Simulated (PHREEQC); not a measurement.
Solution (25 °C): 0.002 mol/kgw H3PO4, 0.00046 mol/kgw HF and 0.085 mol/kgw H3AsO4. Closed to the air; pH follows from the charge balance.

The numbers come from PHREEQC with the ion-association model, wateq4f.dat.

```csv
quantity,before,after
pH,1.73,3.13
ionic strength (mol/kgw),0.0209,0.000764
H3AsO4 (mol/kgw),0.0647,0.000107
H2AsO4- (mol/kgw),0.0203,0.000743
H3PO4 (mol/kgw),0.00141,1.91e-6
H2PO4- (mol/kgw),0.000593,1.81e-5
```

Question: Which change was made?
A. diluted 10-fold with water
B. diluted 100-fold with water
C. 0.0018 mol/kgw NH3 added
D. 0.015 mol/kgw HBF4 added
E. temperature from 25 to 75 °C

Answer: B, diluted 100-fold with water

No solid was allowed to form. H3PO4, which wateq4f.dat lacks, is added to it with the constant of phreeqc.dat.
